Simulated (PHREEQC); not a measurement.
Consider water at 25 °C with 5.7 mmol/kgw FeCl3, 0.22 mmol/kgw NiCl2 and 160 mmol/kgw H2SO4. Closed to the air; pH follows from the charge balance.

Equilibrium calculation in PHREEQC: ion-association model, wateq4f.dat.

Question: The ionic strength comes out as 0.222 mol/kgw. What activity coefficients do FeHSO4+2, H+, Fe(SO4)2-, NiCl+, Fe+3 get?

Answer: FeHSO4+2 0.30, H+ 0.79, Fe(SO4)2- 0.74, NiCl+ 0.74, Fe+3 0.12.

Precipitation was switched off in this run. Complexes and solids missing from the database can't appear.
